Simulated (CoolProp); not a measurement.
Model: reference Helmholtz-energy equation of state, Gao 2020, in CoolProp.

### Question
Give the vapour pressure (bar), vapour density (kg/m³), liquid cp (kJ/(kg K)), liquid viscosity (µPa s) of saturated ammonia at 122.85 °C.

### Answer
```json
[
 {"T (°C)": "122.85", "p (bar)": "95.9", "vapour density (kg/m³)": "111", "liquid cp (kJ/(kg K))": "14.5", "liquid viscosity (µPa s)": "45.8"}
]
```

Viscosity comes from a separate model (Fenghour 1995).
